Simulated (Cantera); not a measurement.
# Roasting and sulfation: CaCO3 + H2S + CO2

Feed: 1 mol CaCO3, 2.2 mol H2S, 0.48 mol CO2, at 0.100 bar.

Method: chemical equilibrium by Gibbs-energy minimisation in Cantera with the NASA 1993 tables (ideal gas, pure condensed phases). Candidate condensed phases: C, C6H6, C7H8, C8H18, Ca, CaCO3, CaO, Ca(OH)2, CaS, CaSO4, H2O, H2SO4, S; 129 gas species. Gases not in the tables: S3 to S7. Rates play no part.

From 950 K to 1625 K the condensed part is CaS(s).

| T (K) | log p CO2 | log p H2O | log p H2S | log p CO | log p H2 | log p S2 | log p SO2 | log p COS | n CaS(s) |
|---|---|---|---|---|---|---|---|---|---|
| 950 | -1.43 | -1.54 | -1.57 | -2.75 | -2.61 | -2.68 | -4.62 | -3.21 | 1.00 |
| 1025 | -1.46 | -1.52 | -1.63 | -2.47 | -2.42 | -2.45 | -4.31 | -3.18 | 1.00 |
| 1100 | -1.50 | -1.50 | -1.71 | -2.26 | -2.27 | -2.28 | -4.00 | -3.20 | 1.00 |
| 1175 | -1.54 | -1.48 | -1.81 | -2.11 | -2.16 | -2.16 | -3.71 | -3.26 | 1.00 |
| 1250 | -1.58 | -1.46 | -1.93 | -2.00 | -2.08 | -2.07 | -3.43 | -3.34 | 1.00 |
| 1325 | -1.62 | -1.45 | -2.05 | -1.92 | -2.02 | -2.02 | -3.17 | -3.45 | 1.00 |
| 1400 | -1.67 | -1.45 | -2.18 | -1.86 | -1.98 | -1.99 | -2.95 | -3.55 | 1.00 |
| 1475 | -1.71 | -1.45 | -2.31 | -1.81 | -1.94 | -1.97 | -2.75 | -3.66 | 1.00 |
| 1550 | -1.76 | -1.45 | -2.43 | -1.77 | -1.90 | -1.97 | -2.59 | -3.77 | 1.00 |
| 1625 | -1.81 | -1.46 | -2.55 | -1.73 | -1.87 | -1.99 | -2.46 | -3.87 | 1.000 |
log p: log10 of the partial pressure in bar; n: condensed amount in mol.
